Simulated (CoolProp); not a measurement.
Properties of carbonyl sulfide along the isobar 18.2 bar.

The numbers come from the reference Helmholtz-energy equation of state, Lemmon 2006 in CoolProp. It is a short technical equation, of lower accuracy than the large ones.

```json
[
 {"T (K)": "155.1", "phase": "liquid", "cv (kJ/(kg K))": "0.7762", "speed of sound (m/s)": "1358", "Joule-Thomson coefficient (K/MPa)": "-0.4922", "isothermal compressibility (1/MPa)": "0.0006327"},
 {"T (K)": "175.2", "phase": "liquid", "cv (kJ/(kg K))": "0.7411", "speed of sound (m/s)": "1265", "Joule-Thomson coefficient (K/MPa)": "-0.4910", "isothermal compressibility (1/MPa)": "0.0007722"},
 {"T (K)": "195.2", "phase": "liquid", "cv (kJ/(kg K))": "0.7207", "speed of sound (m/s)": "1172", "Joule-Thomson coefficient (K/MPa)": "-0.4758", "isothermal compressibility (1/MPa)": "0.0009511"},
 {"T (K)": "215.3", "phase": "liquid", "cv (kJ/(kg K))": "0.7093", "speed of sound (m/s)": "1079", "Joule-Thomson coefficient (K/MPa)": "-0.4468", "isothermal compressibility (1/MPa)": "0.001190"},
 {"T (K)": "235.4", "phase": "liquid", "cv (kJ/(kg K))": "0.7037", "speed of sound (m/s)": "984.8", "Joule-Thomson coefficient (K/MPa)": "-0.4020", "isothermal compressibility (1/MPa)": "0.001519"},
 {"T (K)": "255.4", "phase": "liquid", "cv (kJ/(kg K))": "0.7020", "speed of sound (m/s)": "890.5", "Joule-Thomson coefficient (K/MPa)": "-0.3372", "isothermal compressibility (1/MPa)": "0.001994"},
 {"T (K)": "275.5", "phase": "liquid", "cv (kJ/(kg K))": "0.7031", "speed of sound (m/s)": "793.4", "Joule-Thomson coefficient (K/MPa)": "-0.2419", "isothermal compressibility (1/MPa)": "0.002731"},
 {"T (K)": "295.6", "phase": "liquid", "cv (kJ/(kg K))": "0.7067", "speed of sound (m/s)": "691.6", "Joule-Thomson coefficient (K/MPa)": "-0.09519", "isothermal compressibility (1/MPa)": "0.003993"},
 {"T (K)": "315.6", "phase": "gas", "cv (kJ/(kg K))": "0.6506", "speed of sound (m/s)": "201.1", "Joule-Thomson coefficient (K/MPa)": "20.50", "isothermal compressibility (1/MPa)": "0.7328"},
 {"T (K)": "335.7", "phase": "gas", "cv (kJ/(kg K))": "0.6353", "speed of sound (m/s)": "214.3", "Joule-Thomson coefficient (K/MPa)": "16.85", "isothermal compressibility (1/MPa)": "0.6736"},
 {"T (K)": "355.8", "phase": "gas", "cv (kJ/(kg K))": "0.6342", "speed of sound (m/s)": "225.3", "Joule-Thomson coefficient (K/MPa)": "14.28", "isothermal compressibility (1/MPa)": "0.6414"},
 {"T (K)": "375.8", "phase": "gas", "cv (kJ/(kg K))": "0.6381", "speed of sound (m/s)": "235.0", "Joule-Thomson coefficient (K/MPa)": "12.35", "isothermal compressibility (1/MPa)": "0.6210"},
 {"T (K)": "395.9", "phase": "gas", "cv (kJ/(kg K))": "0.6442", "speed of sound (m/s)": "243.9", "Joule-Thomson coefficient (K/MPa)": "10.82", "isothermal compressibility (1/MPa)": "0.6068"},
 {"T (K)": "416", "phase": "gas", "cv (kJ/(kg K))": "0.6514", "speed of sound (m/s)": "252.1", "Joule-Thomson coefficient (K/MPa)": "9.587", "isothermal compressibility (1/MPa)": "0.5963"}
]
```
